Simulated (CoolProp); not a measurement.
Model: reference Helmholtz-energy equation of state, Lemmon 2005, in CoolProp.

Task: Give the vapour pressure (MPa), liquid density (kg/m³), vapour Z, surface tension (mN/m) of saturated R125 at 245.2, 272.3 K.

Result: 
| T (K) | p (MPa) | liquid density (kg/m³) | vapour Z | surface tension (mN/m) |
|---|---|---|---|---|
| 245.2 | 0.248 | 1440 | 0.920 | 10.7 |
| 272.3 | 0.653 | 1320 | 0.845 | 7.05 |

Surface tension comes from a separate correlation (Mulero 2012).
